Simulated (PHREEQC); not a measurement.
Dissolve 1.8 mmol/kgw KBr, 0.031 mmol/kgw H2SO4 and 44 mmol/kgw CsOH at 70 °C. Closed to the air; pH follows from the charge balance.

All values are PHREEQC results (ion-association model, wateq4f.dat), not measurements.

This is a speciation only: nothing precipitates in the calculation.

Problem. What pH does the model give?

Solution. pH 11.36.

Problem. In which forms is S present?

Solution. SO4-2 99 %, KSO4- 1.1 % of the S.

Species that the database lacks are ignored. Away from 25 °C the constants follow the database's enthalpies or fits; those with neither stay at their 25 °C values.
